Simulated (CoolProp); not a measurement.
The fluid at 297.54 K and 0.135 MPa expands adiabatically to 0.00991 MPa with isentropic efficiency 0.8. The same conditions are run with several fluids, on thermodynamics alone (safety and materials aside).

Computed with CoolProp (reference Helmholtz-energy equation of state of each fluid (R143a: Lemmon and Jacobsen 2000; propylene: Lemmon 2013; nitrogen: Span 2000)).

**Question.** Rank R143a, propylene, nitrogen by work (kJ/kg), highest first.

**Answer.** nitrogen (130), propylene (102), R143a (52.4)

```json
[
 {"fluid": "R143a", "final temperature (K)": "234.3", "final density (kg/m³)": "0.429"},
 {"fluid": "propylene", "final temperature (K)": "222.5", "final density (kg/m³)": "0.226"},
 {"fluid": "nitrogen", "final temperature (K)": "172.3", "final density (kg/m³)": "0.194"}
]
```
